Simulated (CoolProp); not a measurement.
C3F8 (R218) at 304.81 K and 0.316 MPa is compressed adiabatically to 0.644 MPa with isentropic efficiency 0.75. Each further row changes one setting.

Values from CoolProp's reference Helmholtz-energy equation of state, Lemmon 2006. It is a short technical equation, of lower accuracy than the large ones.

```json
[
 {"case": "as stated", "work (kJ/kg)": "11.9", "final temperature (K)": "___", "final density (kg/m³)": "___"},
 {"case": "efficiency 1", "work (kJ/kg)": "___", "final temperature (K)": "___", "final density (kg/m³)": "___"},
 {"case": "efficiency 0.65", "work (kJ/kg)": "___", "final temperature (K)": "___", "final density (kg/m³)": "___"}
]
```

Task: Fill in the missing entries.

Result: 
- as stated, final temperature (K): 322.8
- as stated, final density (kg/m³): 50.8
- efficiency 1, work (kJ/kg): 8.95
- efficiency 1, final temperature (K): 319.4
- efficiency 1, final density (kg/m³): 51.7
- efficiency 0.65, work (kJ/kg): 13.8
- efficiency 0.65, final temperature (K): 324.8
- efficiency 0.65, final density (kg/m³): 50.3
